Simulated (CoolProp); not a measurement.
Vapour-liquid equilibrium of carbon dioxide (1) + CHF3 (R23) (2) at 0.638 MPa; x and y are mole fractions of (1).

The numbers come from the multi-fluid Helmholtz-energy mixture model, Span 1996 and Penoncello 2003; pair parameters Bell 2016 in CoolProp.

**Question.** Give the bubble temperature and the first vapour's composition at x = 0.05, 0.35, 0.65. Is there an azeotrope?

**Answer.** x = 0.05: 229.6 K, y = 0.074; x = 0.35: 225.7 K, y = 0.440; x = 0.65: 223.0 K, y = 0.710. No azeotrope shows between x = 0.05 and 0.95.

The pair parameters rest on a limited set of measurements; away from them the model extrapolates.
